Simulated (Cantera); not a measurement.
Input: 1 mol Si2Cl6, 11 mol H2, equilibrated at 1750 K and 590 Pa.

Equilibrium computed with Cantera from the NASA thermochemical tables; the gas is ideal and each condensed phase is pure. Candidate condensed phases: Si; 19 gas species. The feed counts by its element totals alone. The tables' values for SiCl3, SiCl are old estimates; treat these amounts as uncertain. Gases not in the tables: Si2H6 and higher silanes. Rates play no part.

Base state: H2 0.701, HCl 0.165, SiCl2 0.129, H 0.00253, SiCl3 0.00124, Cl 0.000460, SiCl 0.000452, Si 0.000254 (mole fractions); condensed: Si(l).

Problem. What changes in the equilibrium state with this change: temperature from 1750 K to 1698.15 K?

Solution. 
```csv
species,before,after
H2,0.701,0.704
HCl,0.165,0.160
SiCl2,0.129,0.131
Si,0.000254,0.000112
SiH,2.16e-5,1.12e-5
SiCl4,2.11e-5,3.69e-5
SiCl,0.000452,0.000269
Cl,0.000460,0.000280
"Si(l), mol",0.162,0.133
```
